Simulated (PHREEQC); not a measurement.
## Ultrapure water in contact with air or piping

Synthetic water in mg/L, 75 °C, pH 5.5, pe 12.4:

```csv
constituent,mg/L
Na,0.0595
K,4.64e-06
Ca,0.053
Mg,0.0182
Cl,0.137
S(6) as SO4,0.0389
Alkalinity as HCO3,0.128
Zn,0.000211
```

Cl is adjusted to close the charge balance.
Valence states are taken as typed.

The numbers come from PHREEQC with the ion-association model, phreeqc.dat.

No solid was allowed to form.

Q: Predict the ionic strength, activity of water.

A: ionic strength 1.24e-5 mol/kgw; activity of water 0.991.

Q: In which forms is C present?

A: CO2 87 %, HCO3- 13 % of the C.

Species that the database lacks are ignored. At this temperature some constants are extrapolated from 25 °C, and those without enthalpy data are left unchanged.
